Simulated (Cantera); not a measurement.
Charge: 1 mol CH3SiCl3, 0.14 mol C3H8, 280 mol H2, 0.56 mol C2H2, equilibrated at 71000 Pa.

Cantera equilibrium calculation (NASA polynomials, part measured and part estimated; ideal gas, pure solids and liquids). Candidate condensed phases: C, C6H6, C7H8, C8H18, Si, SiC; 109 gas species. The feed counts by its element totals alone. Rates play no part.

Task: At 2048 K, list the 6 most abundant gas species with their mole fractions, and the condensed phases.

Result: H2 0.986, HCl 0.0105, H 0.00264, C2H2 (acetylene) 0.00103, CH4 0.000258, Cl 2.08e-5. Condensed: C(graphite) + SiC(s).
